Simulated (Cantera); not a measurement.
Charge: 1 mol MgO, 2.7 mol HI, 0.057 mol H2, 2.2 mol H2O, equilibrated at 1575 K and 240 Torr.

Cantera equilibrium calculation (NASA polynomials, part measured and part estimated; ideal gas, pure solids and liquids). The numbers say what is thermodynamically allowed, not how fast it happens.

| species | before | after |
|---|---|---|
| H2O | 0.381 | 0.402 |
| HI | 0.158 | 0.236 |
| I | 0.287 | 0.199 |
| H2 | 0.163 | 0.136 |
| I2 | 0.00965 | 0.0259 |
| MgI2 | 0.00103 | 0.00218 |
| H | 2.97e-5 | 1.14e-5 |
| MgO(s), mol | 0.994 | 0.988 |
Gas species are given as mole fractions.

Task: Which change was made?
(A) pressure from 240 Torr to 1350 Torr
(B) temperature from 1575 K to 1473.15 K
(C) pressure from 240 Torr to 113 Torr
(D) temperature from 1575 K to 873.15 K

Result: A, pressure from 240 Torr to 1350 Torr
